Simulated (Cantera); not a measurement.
A perfectly stirred reactor is fed with CH₄ : C₂H₆ : C₃H₈ : O₂ : N₂ : CO₂ = 1 : 0.048 : 0.49 : 4.97 : 18.7 : 0.66 (molar parts), at 2330 Torr; it is adiabatic with a 700 K inlet, and is followed from long to short residence time, starting on the burning branch (τ in s: 0.028, 0.014, 0.0068, 0.0033, 0.0016, 0.00081, 0.0004, 0.0002, 9.7e-05, 4.8e-05, 2.4e-05, 1.2e-05).

Model: GRI-Mech 3.0 (53 species, 325 reactions), integrated in Cantera. GRI-Mech 3.0 was tuned for natural gas; its chemistry of propane as a main component is partial and can be far from experiment.

Q: Predict: blow-out, bracketed by the residence times tried; x(CH₄) at τ = 28.0 ms; x(C₂H₆) at τ = 28.0 ms; x(C₃H₈) at τ = 28.0 ms; x(CH₂) at τ = 28.0 ms; x(CO) at τ = 28.0 ms; x(CH₄) at τ = 0.400 ms; x(C₂H₆) at τ = 0.400 ms; x(C₃H₈) at τ = 0.400 ms; x(CH₂) at τ = 0.400 ms; x(CO) at τ = 0.400 ms.

A: blow-out, bracketed by the residence times tried: burning at 24.0 µs, out at 12.0 µs
x(CH₄) at τ = 28.0 ms: 1.26e-6
x(C₂H₆) at τ = 28.0 ms: 7.01e-9
x(C₃H₈) at τ = 28.0 ms: 8.46e-8
x(CH₂) at τ = 28.0 ms: 9.89e-8
x(CO) at τ = 28.0 ms: 0.0103
x(CH₄) at τ = 0.400 ms: 4.06e-5
x(C₂H₆) at τ = 0.400 ms: 4.17e-7
x(C₃H₈) at τ = 0.400 ms: 3.84e-6
x(CH₂) at τ = 0.400 ms: 2.98e-6
x(CO) at τ = 0.400 ms: 0.0233
